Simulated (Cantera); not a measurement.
A perfectly stirred reactor is fed with C2H6 : O2 : N2 : H2O = 1 : 2.69 : 10.1 : 1.4 (molar parts), equivalence ratio 1.3, at 760 Torr; it is adiabatic with a 450 K inlet, and is followed from long to short residence time, starting on the burning branch (τ in s: 0.45, 0.22, 0.11, 0.052, 0.025, 0.012, 0.0061, 0.003, 0.0015, 0.00071, 0.00035, 0.00017, 8.3e-05).

Detailed kinetics in Cantera: GRI-Mech 3.0 (53 species, 325 reactions).

### Question
What does this change do: 0.91 parts H2 added?

### Answer
| quantity | before | after |
|---|---|---|
| blow-out, bracketed by the residence times tried | burning at 0.350 ms, out at 0.170 ms | burning at 0.350 ms, out at 0.170 ms |
| x(C2H6) at τ = 0.450 s | 1.72e-7 | 2.70e-7 |
| x(O2) at τ = 0.450 s | 4.95e-5 | 3.19e-5 |
| x(H2O) at τ = 0.450 s | 0.224 | 0.228 |
| x(CH2O) at τ = 0.450 s | 4.21e-7 | 5.85e-7 |
| x(CH4) at τ = 0.450 s | 1.10e-5 | 6.47e-5 |
| x(C2H6) at τ = 6.10 ms | 5.96e-6 | 9.50e-6 |
| x(O2) at τ = 6.10 ms | 0.000858 | 0.000608 |
| x(H2O) at τ = 6.10 ms | 0.220 | 0.227 |
| x(CH2O) at τ = 6.10 ms | 5.77e-6 | 9.25e-6 |
| x(CH4) at τ = 6.10 ms | 2.78e-5 | 0.000185 |
